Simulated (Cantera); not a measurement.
Cantera run:

```python
import numpy as np
import cantera as ct

gas_names = [...]  # 123 gases of nasa_gas.yaml made of C, H, O, Si
cond_names = """
    C(gr) C6H6(L) C7H8(L) C8H18(L),n-octa H2O(s) H2O(L) Si(cr) Si(L) SiC(b) SiO2(Lqz) SiO2(hqz) SiO2(L)
""".split()


# ... load() reads the species with a 1 bar reference pressure and builds the phases ...
atoms = {
    'HMDSO': {'Si': 2, 'C': 6, 'H': 18, 'O': 1},
    'O3': {'O': 3},
}
top_T = {'C(gr)': 4500, 'SiC(b)': 3050}  # K; cautious upper limits of use, not melting points


# ... equilibrate(T, P, feed) seeds the gas with the atoms and calls Mixture.equilibrate('TP', solver="vcs", rtol=1e-11, max_steps=5000) ...
results = []
feed = {'HMDSO': 1, 'O3': 0.19}  # mol
P = 1333.22  # Pa
for T in [575, 725, 875, 1025, 1175, 1325, 1475, 1625, 1775, 1925]:
    mix = equilibrate(T, P, feed)
    results.append((T, P, feed, dict(zip(mix.species_names, mix.species_moles))))

top = {s: max(r[3][s] / sum(r[3][g] for g in gas_names) for r in results) for s in gas_names}
cols = sorted((s for s in top if top[s] > 1e-05), key=lambda s: -top[s])[:6]
seen = [c for c in cond_names if any(r[3].get(c, 0) > 1e-12 for r in results)]
print("log10 of partial pressures in bar; condensed amounts in mol")
print(f"{'T/K':>10s}" + "".join(f"{s[:9]:>10s}" for s in cols + seen))
for T, P, feed, n in results:
    ng = sum(n[g] for g in gas_names)
    print(f"{T:10.4g}" + "".join(f"{np.log10(max(n[s] / ng * P / 1e5, 1e-99)):10.3f}" for s in cols)
          + "".join(f"{n.get(c, 0):10.4g}" for c in seen))
```

Result:

```
log10 of partial pressures in bar; condensed amounts in mol
       T/K        H2       CH4        CO         H       SiO C2H2,acet     C(gr)    SiC(b) SiO2(Lqz) SiO2(hqz)
       575    -2.214    -2.141   -18.750   -18.274   -25.941   -19.898     1.621     1.215     0.785         0
       725    -1.902    -3.094   -12.963   -13.981   -18.634   -15.319     4.272     1.215     0.785         0
       875    -1.878    -4.115    -9.178   -11.238   -13.858   -12.502     4.734     1.215         0     0.785
      1025    -1.876    -4.885    -6.516    -9.299   -10.499   -10.532     4.776     1.215         0    0.7849
      1175    -1.876    -5.470    -4.544    -7.850    -8.010    -9.072     4.754     1.225         0    0.7753
      1325    -1.907    -5.987    -3.026    -6.740    -6.095    -7.977     3.758     1.557         0    0.4424
      1475    -1.945    -6.427    -2.704    -5.860    -5.458    -7.121     2.435     1.997         0         0
      1625    -1.945    -6.723    -2.705    -5.124    -5.203    -6.394     2.439     1.995         0         0
      1775    -1.946    -6.969    -2.706    -4.511    -4.993    -5.793     2.444     1.992         0         0
      1925    -1.949    -7.180    -2.708    -3.994    -4.818    -5.288     2.447     1.987         0         0
```

Method: chemical equilibrium by Gibbs-energy minimisation in Cantera with the NASA 1993 tables (ideal gas, pure condensed phases). The feed counts by its element totals alone. Mutual solubility and eutectic melting of coexisting phases are not modelled. The tables hold silica as quartz up to 1696 K and as liquid above; real silica turns to tridymite and cristobalite and melts near 1996 K.
